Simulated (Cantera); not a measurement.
A perfectly stirred reactor is fed with C₃H₈ : O₂ : N₂ = 1 : 7.81 : 29.4 (molar parts), equivalence ratio 0.64, at 9.87 atm; it is adiabatic with a 550 K inlet, and is followed from long to short residence time, starting on the burning branch (τ in s: 0.24, 0.098, 0.04, 0.017, 0.0068, 0.0028, 0.0012, 0.00048, 0.0002, 8.1e-05).

Cantera simulation using GRI-Mech 3.0 (53 species, 325 reactions); the numbers are that mechanism's predictions, not measurements. GRI-Mech 3.0 was tuned for natural gas; its chemistry of propane as a main component is partial and can be far from experiment.

x: mole fraction; the columns are a selection and need not sum to one.

```json
[
 {"τ (s)": "0.24", "T (K)": "1971", "x C₃H₈": "4.77e-8", "x O₂": "0.0713", "x NO": "(withheld)", "x C₂H": "2.51e-10", "x HO₂": "2.06e-6", "x H₂O₂": "1.48e-7", "x OH": "0.000784"},
 {"τ (s)": "0.098", "T (K)": "1971", "x C₃H₈": "1.14e-7", "x O₂": "0.0714", "x NO": "(withheld)", "x C₂H": "5.96e-10", "x HO₂": "2.15e-6", "x H₂O₂": "1.53e-7", "x OH": "0.000808"},
 {"τ (s)": "0.040", "T (K)": "1970", "x C₃H₈": "2.71e-7", "x O₂": "0.0715", "x NO": "(withheld)", "x C₂H": "1.37e-9", "x HO₂": "2.34e-6", "x H₂O₂": "1.64e-7", "x OH": "0.000858"},
 {"τ (s)": "0.017", "T (K)": "1969", "x C₃H₈": "5.98e-7", "x O₂": "0.0715", "x NO": "(withheld)", "x C₂H": "2.90e-9", "x HO₂": "2.76e-6", "x H₂O₂": "1.86e-7", "x OH": "0.000949"},
 {"τ (s)": "0.0068", "T (K)": "1966", "x C₃H₈": "1.34e-6", "x O₂": "0.0716", "x NO": "(withheld)", "x C₂H": "5.99e-9", "x HO₂": "3.70e-6", "x H₂O₂": "2.32e-7", "x OH": "0.00112"},
 {"τ (s)": "0.0028", "T (K)": "1960", "x C₃H₈": "2.79e-6", "x O₂": "0.0718", "x NO": "(withheld)", "x C₂H": "1.13e-8", "x HO₂": "5.58e-6", "x H₂O₂": "3.07e-7", "x OH": "0.00136"},
 {"τ (s)": "0.0012", "T (K)": "1952", "x C₃H₈": "5.43e-6", "x O₂": "0.0722", "x NO": "(withheld)", "x C₂H": "1.95e-8", "x HO₂": "8.96e-6", "x H₂O₂": "4.17e-7", "x OH": "0.00167"},
 {"τ (s)": "0.00048", "T (K)": "1936", "x C₃H₈": "1.10e-5", "x O₂": "0.0729", "x NO": "(withheld)", "x C₂H": "3.29e-8", "x HO₂": "1.58e-5", "x H₂O₂": "5.92e-7", "x OH": "0.00206"},
 {"τ (s)": "0.00020", "T (K)": "1909", "x C₃H₈": "2.16e-5", "x O₂": "0.0743", "x NO": "(withheld)", "x C₂H": "5.04e-8", "x HO₂": "2.84e-5", "x H₂O₂": "8.38e-7", "x OH": "0.00242"},
 {"τ (s)": "8.1e-5", "T (K)": "1857", "x C₃H₈": "4.72e-5", "x O₂": "0.0773", "x NO": "(withheld)", "x C₂H": "7.06e-8", "x HO₂": "5.55e-5", "x H₂O₂": "1.23e-6", "x OH": "0.00259"}
]
```

Q: Fill in the missing entries.

A: 
- 0.24, x NO: 0.000486
- 0.098, x NO: 0.000240
- 0.040, x NO: 0.000121
- 0.017, x NO: 6.92e-5
- 0.0068, x NO: 4.43e-5
- 0.0028, x NO: 3.30e-5
- 0.0012, x NO: 2.68e-5
- 0.00048, x NO: 2.12e-5
- 0.00020, x NO: 1.57e-5
- 8.1e-5, x NO: 9.76e-6
